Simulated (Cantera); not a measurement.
An isothermal, constant-pressure homogeneous reactor starts with NO : N2 = 1 : 3.8 (molar parts), at 2023 K and 1.00 bar. Integrator tolerance rtol = 1e-08.

Computed with Cantera and GRI-Mech 3.0 (53 species, 325 reactions).

Problem. What does this change do: temperature 2023 to 1800 K?

Solution. 
```csv
quantity,before,after
x(NO) at 1.00 s,0.0888 (gas-phase equilibrium 0.00604),0.188 (gas-phase equilibrium 0.00311)
x(O) at 1.00 s,0.000199 (gas-phase equilibrium 0.000255),1.38e-5 (gas-phase equilibrium 3.92e-5)
x(O2) at 1.00 s,0.0596 (gas-phase equilibrium 0.101),0.0100 (gas-phase equilibrium 0.103)
x(N2) at 1.00 s,0.851 (gas-phase equilibrium 0.893),0.802 (gas-phase equilibrium 0.894)
x(NO2) at 1.00 s,7.91e-5 (gas-phase equilibrium 6.95e-6),0.000113 (gas-phase equilibrium 5.44e-6)
x(N2O) at 1.00 s,3.88e-6 (gas-phase equilibrium 3.61e-7),1.49e-5 (gas-phase equilibrium 1.90e-7)
```

Problem. What does this change do: NO 1 to 0.69 parts?

Solution. 
| quantity | before | after |
|---|---|---|
| x(NO) at 1.00 s | 0.0888 (gas-phase equilibrium 0.00604) | 0.0776 (gas-phase equilibrium 0.00525) |
| x(O) at 1.00 s | 0.000199 (gas-phase equilibrium 0.000255) | 0.000159 (gas-phase equilibrium 0.000218) |
| x(O2) at 1.00 s | 0.0596 (gas-phase equilibrium 0.101) | 0.0379 (gas-phase equilibrium 0.0741) |
| x(N2) at 1.00 s | 0.851 (gas-phase equilibrium 0.893) | 0.884 (gas-phase equilibrium 0.920) |
| x(NO2) at 1.00 s | 7.91e-5 (gas-phase equilibrium 6.95e-6) | 5.54e-5 (gas-phase equilibrium 5.17e-6) |
| x(N2O) at 1.00 s | 3.88e-6 (gas-phase equilibrium 3.61e-7) | 3.02e-6 (gas-phase equilibrium 3.19e-7) |

Problem. What does this change do: pressure from 1.00 bar to 1.70 bar?

Solution. 
```
quantity                                             before                                      after
----------------  -----------------------------------------  -----------------------------------------
x(NO) at 1.00 s      0.0888 (gas-phase equilibrium 0.00604)     0.0613 (gas-phase equilibrium 0.00604)
x(O) at 1.00 s    0.000199 (gas-phase equilibrium 0.000255)  0.000168 (gas-phase equilibrium 0.000195)
x(O2) at 1.00 s        0.0596 (gas-phase equilibrium 0.101)       0.0734 (gas-phase equilibrium 0.101)
x(N2) at 1.00 s         0.851 (gas-phase equilibrium 0.893)        0.865 (gas-phase equilibrium 0.893)
x(NO2) at 1.00 s    7.91e-5 (gas-phase equilibrium 6.95e-6)    7.87e-5 (gas-phase equilibrium 9.06e-6)
x(N2O) at 1.00 s    3.88e-6 (gas-phase equilibrium 3.61e-7)    2.17e-6 (gas-phase equilibrium 4.71e-7)
```
